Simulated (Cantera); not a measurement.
A closed system holds: 1 mol Cu2O, 0.72 mol CO, 0.11 mol H2, at 0.640 bar.

These are equilibrium values from Cantera (NASA tables, ideal gas, pure condensed phases), not measurements of a reactor. Candidate condensed phases: C, C6H6, C7H8, C8H18, Cu, CuO, Cu(OH)2, Cu2O, H2O; 113 gas species. Rates play no part. All values below are at 2325 K.

Base state: CO2 0.662, H2O 0.102, O2 0.0971, Cu 0.0892, CO 0.0361, OH 0.00747, O 0.00223, CuO 0.00181 (mole fractions); condensed: Cu(l).

Question: What changes in the equilibrium state with this change: pressure from 0.640 bar to 0.0180 bar?

Answer: 
```tsv
species	before	after
Cu	0.0892	0.651
CO2	0.662	0.166
CO	0.0361	0.0703
H2O	0.102	0.0279
O	0.00223	0.0102
O2	0.0971	0.0570
H	0.000429	0.00374
H2	0.000975	0.00209
Cu2	0.000936	0.00141
OH	0.00747	0.00837
CuO	0.00181	0.00170
Cu(l), mol	1.90	0
```
